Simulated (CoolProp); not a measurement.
Properties of n-dodecane along the isobar 1.89 MPa.

The numbers come from the reference Helmholtz-energy equation of state, Lemmon 2004 in CoolProp. It is a short technical equation, of lower accuracy than the large ones.

```csv
T (K),phase,Z,speed of sound (m/s),Joule-Thomson coefficient (K/MPa),expansivity (1/kK),viscosity (µPa s),fugacity coefficient
544.5,liquid,0.1304,499.6,0.03943,1.962,135,0.1624
555.3,liquid,0.1307,467.7,0.09828,2.106,124,0.1924
566,liquid,0.1312,435.8,0.1685,2.276,114,0.2252
576.8,liquid,0.1321,403.3,0.2558,2.485,104,0.2614
587.6,liquid,0.1334,370.3,0.3660,2.744,94.1,0.3006
598.4,liquid,0.1352,336.7,0.5097,3.078,84.9,0.3426
609.2,liquid,0.1376,302.1,0.7053,3.525,76.0,0.3871
620,liquid,0.1409,266.1,0.9882,4.162,67.3,0.4337
```

Viscosity comes from a separate model (Huber 2004).
